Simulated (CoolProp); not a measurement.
R236EA at 253 K and 0.0176 MPa flows at 0.28 m/s in a round tube of 10 mm bore and 0.25 µm roughness, fully developed (64/Re and Nu = 3.66 if laminar; Colebrook and Gnielinski if turbulent). Each further row changes one setting.

Computed with CoolProp (reference Helmholtz-energy equation of state, Rui 2013).

| case | Reynolds number | Darcy friction factor | pressure drop (Pa/m) | heat-transfer coefficient (W/(m² K)) | mass flow (kg/h) |
|---|---|---|---|---|---|
| as stated | 389 | [?] | 0.829 | 4.12 | [?] |
| velocity 0.56 m/s | 779 | 0.0822 | [?] | 4.12 | [?] |
| diameter 20 mm | 779 | 0.0822 | 0.207 | 2.06 | [?] |

Q: Fill in the missing entries.

A: 
- as stated, Darcy friction factor: 0.164
- as stated, mass flow (kg/h): 0.102
- velocity 0.56 m/s, pressure drop (Pa/m): 1.66
- velocity 0.56 m/s, mass flow (kg/h): 0.204
- diameter 20 mm, mass flow (kg/h): 0.407

Viscosity comes from a separate model (Huber 2003), an estimate that may be off by 10 % or more. Thermal conductivity comes from a separate model (Huber 2003), an estimate that may be off by 10 % or more.
